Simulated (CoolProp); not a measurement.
Vapour-liquid equilibrium of propane (1) + c-C4F8 (RC318) (2) at 277.7 K; x and y are mole fractions of (1).

Computed with CoolProp (multi-fluid Helmholtz-energy mixture model, Lemmon 2009 and Platzer 1990; pair parameters Bell 2016). This equation is an older, rougher fit; its heat capacities, sound speeds and derivatives of the liquid may be far off and weren't checked against measurements.

```
x     bubble pressure, mixture model (MPa)  bubble pressure, Raoult's law (MPa)  y, mixture model  y, Raoult's law
----  ------------------------------------  -----------------------------------  ----------------  ---------------
0.05                                0.2134                               0.1731             0.299            0.157
0.15                                0.3137                               0.2121             0.551            0.385
0.25                                   [?]                               0.2512             0.659            0.541
0.35                                0.4372                               0.2902             0.717            0.656
0.45                                   [?]                               0.3292             0.755            0.743
0.55                                   [?]                               0.3682             0.783            0.812
0.65                                0.5135                               0.4073             0.809            0.868
0.75                                0.5289                               0.4463               [?]            0.914
0.85                                0.5413                               0.4853             0.882            0.953
0.95                                0.5467                               0.5244             0.949            0.985
```

Fill in the missing entries.


- 0.25, bubble pressure, mixture model (MPa): 0.3869
- 0.45, bubble pressure, mixture model (MPa): 0.4712
- 0.55, bubble pressure, mixture model (MPa): 0.4951
- 0.75, y, mixture model: 0.839

The largest gap from Raoult's law is +54.0 % in bubble pressure, at x = 0.25. y crosses x between x = 0.85 and 0.95: the model has an azeotrope there.

Pair parameters are fitted to limited data, so mixtures are less certain than the pure fluids. With so large a gap from Raoult's law the liquid may split in two, which this calculation doesn't test in full.
